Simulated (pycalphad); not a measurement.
Computed with pycalphad from the COST 507 light-alloy database (1999), at 1 atm. The database dates from 1999; later assessments differ in places, in temperatures and in the compounds included. Kinetics are ignored, which matters at the lower temperatures.

Molar enthalpy of Ti-0.611B (wt.%) in equilibrium (SER reference):

```tsv
T (K)	H (kJ/mol)	phases
2850	108.91	LIQUID
2700	102.03	LIQUID
2550	95.15	LIQUID
2400	88.26	LIQUID
2250	81.38	LIQUID
2100	74.49	LIQUID
2025	71.05	LIQUID
1950	67.61	LIQUID
1800	45.86	BCC_A2 + BM
1725	43.23	BCC_A2 + BM
1650	40.67	BCC_A2 + BM
1500	35.75	BCC_A2 + BM
1350	31.06	BCC_A2 + BM
1200	26.55	BCC_A2 + BM
1050	17.75	HCP_A3 + BM
900	12.88	HCP_A3 + BM
750	8.22	HCP_A3 + BM
600	3.77	HCP_A3 + BM
```

Cooling from 1950 K to 1800 K, across the freezing range, releases 21.7 kJ/mol, or 464 J/g. The slope is 46 J/(mol K) in the liquid and 35 J/(mol K) just below the solidus, where it includes any heat of precipitation. Liquidus 1886 K, solidus 1814 K. Changes were sought between steps of 75 K, so a narrower field can be missed.

Database names, with the compositions (at.%) that they take in these runs: BM: Ti 50 B 50. BCC_A2 is bcc; HCP_A3 is hcp.
